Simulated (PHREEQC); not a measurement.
Consider water at 70 °C with 10 mmol/kgw ZnCl2, 2.7 mmol/kgw NaCl and 100 mmol/kgw FeSO4. Closed to the air; pH follows from the charge balance.

Computed with PHREEQC (ion-association model, phreeqc.dat).

This is a speciation only: nothing precipitates in the calculation.

**Question.** What pH does the model give?

**Answer.** pH 5.32.

**Question.** In which forms is Na present?

**Answer.** Na+ 93 %, NaSO4- 6.5 % of the Na.

Species that the database lacks are ignored. Constants without temperature data keep their 25 °C values here.
